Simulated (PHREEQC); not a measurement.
4.2 g of hydrous ferric oxide (600 m²/g; 0.2 weak and 0.005 strong sites per Fe, Dzombak-Morel constants, diffuse double layer) in 1 kg of water with 0.005 mol/kgw of an inert sodium salt, at 25 °C; the pH is set by adding NaOH or the inert anion's acid. Oxygen alone is held at its pressure in air (log pO2 = -0.68). CO2 from the air is kept out. No solid was allowed to form.

Base run: PHREEQC, ion-association model, wateq4f.dat. Each further column changes one thing. The table gives surface charge σ (C/m²).

```tsv
pH	base	background salt from 0.005 to 0.0005 mol/kgw	0.009 mol/kgw Na2SeO4 added
3	0.322	0.298	0.031
3.5	0.267	(withheld)	0.031
4	0.202	0.151	0.030
4.5	0.144	(withheld)	0.030
5	0.097	0.054	(withheld)
5.5	0.063	0.030	(withheld)
6	0.039	(withheld)	0.022
6.5	0.023	0.009	0.017
7	0.013	0.004	0.012
7.5	0.006	0.002	(withheld)
8	0.001	0.000	0.000
8.5	-0.004	-0.001	-0.009
9	-0.009	-0.003	-0.022
```

Question: Complete the blanks.

Answer: 
- 3.5, background salt from 0.005 to 0.0005 mol/kgw: 0.224
- 4.5, background salt from 0.005 to 0.0005 mol/kgw: 0.093
- 5, 0.009 mol/kgw Na2SeO4 added: 0.028
- 5.5, 0.009 mol/kgw Na2SeO4 added: 0.026
- 6, background salt from 0.005 to 0.0005 mol/kgw: 0.016
- 7.5, 0.009 mol/kgw Na2SeO4 added: 0.007

The oxide is taken as insoluble; below pH 4 it would dissolve.
